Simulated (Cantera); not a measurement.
# Thermodynamics of boron, boron nitride and boron oxide, feed B₂O₃ + H₂O

Feed: 1 mol B₂O₃, 17 mol H₂O, equilibrated at 1727 °C and 2.90 mbar.

These are equilibrium values from Cantera (NASA tables, ideal gas, pure condensed phases), not measurements of a reactor. Candidate condensed phases: B, B₂O₃, B₃O₃H₃, H₂O; 23 gas species. Kinetics and transport are ignored.

```yaml
x(H₂O): 0.822
x(HBO₂): 0.103
x(H₂): 0.0360
x(O₂): 0.0149
x(OH): 0.0131
x(H): 0.00573
x(BO₂): 0.00198
x(O): 0.00152
x(B₂O₃): 0.00136
gas_amount: 18.50 mol
log10 activity of B(s) (absent): -9.30
log10 activity of B₃O₃H₃(s) (absent): -25.42
```
